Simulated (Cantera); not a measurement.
Input: 1 mol SiO2, 3.6 mol N2, 0.012 mol C, at 1.33 mbar.

Method: chemical equilibrium by Gibbs-energy minimisation in Cantera with the NASA 1993 tables (ideal gas, pure condensed phases). Candidate condensed phases: C, Si, SiC, SiO2, Si2N2O, Si3N4; 34 gas species. The tables hold silica as quartz up to 1696 K and as liquid above; real silica turns to tridymite and cristobalite and melts near 1996 K. Kinetics and transport are ignored.

Task: What share of the Si ends up in condensed phases as a function of T (K), at 1723, 1773, 1823, 1873, 1923, 1973, 2023, 2073, 2123?

Result: 
| T (K) | Si condensed (%) | as |
|---|---|---|
| 1723 | 98.8 | SiO2(condensed) |
| 1773 | 98.7 | SiO2(condensed) |
| 1823 | 98.6 | SiO2(condensed) |
| 1873 | 98.4 | SiO2(condensed) |
| 1923 | 98.1 | SiO2(condensed) |
| 1973 | 97.2 | SiO2(condensed) |
| 2023 | 95.0 | SiO2(l) |
| 2073 | 90.4 | SiO2(l) |
| 2123 | 80.8 | SiO2(l) |
